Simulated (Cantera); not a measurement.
**FeS₂ + H₂ (hydrogen reduction and annealing atmospheres)**

Input: 1 mol FeS₂, 180 mol H₂, equilibrated at 2.40 bar.

Equilibrium computed with Cantera from the NASA thermochemical tables; the gas is ideal and each condensed phase is pure. Candidate condensed phases: Fe, FeS, FeS₂, S; 8 gas species. Metal and sulfide melt together well below either melting point, which pure phases cannot show. Mutual solubility and eutectic melting of coexisting phases are not modelled. FeS: taken at fixed stoichiometry. The numbers say what is thermodynamically allowed, not how fast it happens.

From 973 K to 1198 K the condensed part is FeS(s). From 1273 K to 1348 K the condensed part is Fe(γ) + FeS(s). From 1423 K to 1648 K the condensed part is Fe(γ). From 1723 K to 1798 K the condensed part is Fe(δ). At 1873 K the condensed part is Fe(l).

| T (K) | log p H₂ | log p H₂S | log p SH | log p H | log p S₂ | log p Fe | log p S | n FeS(s) | n Fe(γ) | n Fe(δ) | n Fe(l) |
|---|---|---|---|---|---|---|---|---|---|---|---|
| 973 | 0.38 | -1.88 | -7.52 | -8.78 | -9.03 | <-11 | <-11 | 1.00 | 0 | 0 | 0 |
| 1048 | 0.38 | -1.88 | -6.89 | -7.92 | -8.34 | <-11 | <-11 | 1.00 | 0 | 0 | 0 |
| 1123 | 0.38 | -1.88 | -6.34 | -7.18 | -7.74 | <-11 | -10.79 | 1.00 | 0 | 0 | 0 |
| 1198 | 0.38 | -1.88 | -5.86 | -6.53 | -7.22 | -10.46 | -9.90 | 1.00 | 0 | 0 | 0 |
| 1273 | 0.38 | -1.83 | -5.39 | -5.96 | -6.66 | -9.30 | -9.07 | 0.885 | 0.115 | 0 | 0 |
| 1348 | 0.38 | -1.68 | -4.86 | -5.45 | -5.94 | -8.39 | -8.21 | 0.423 | 0.577 | 0 | 0 |
| 1423 | 0.38 | -1.57 | -4.42 | -4.99 | -5.36 | -7.57 | -7.48 | 0 | 1.000 | 0 | 0 |
| 1498 | 0.38 | -1.58 | -4.12 | -4.58 | -5.03 | -6.84 | -6.92 | 0 | 1.000 | 0 | 0 |
| 1573 | 0.38 | -1.58 | -3.85 | -4.20 | -4.73 | -6.18 | -6.41 | 0 | 1.000 | 0 | 0 |
| 1648 | 0.38 | -1.58 | -3.60 | -3.86 | -4.46 | -5.58 | -5.94 | 0 | 1.000 | 0 | 0 |
| 1723 | 0.38 | -1.58 | -3.38 | -3.55 | -4.22 | -5.04 | -5.52 | 0 | 0 | 0.999 | 0 |
| 1798 | 0.38 | -1.59 | -3.18 | -3.27 | -4.00 | -4.54 | -5.14 | 0 | 0 | 0.998 | 0 |
| 1873 | 0.38 | -1.60 | -2.99 | -3.00 | -3.81 | -4.10 | -4.79 | 0 | 0 | 0 | 0.994 |
log p: log10 of the partial pressure in bar; n: condensed amount in mol.
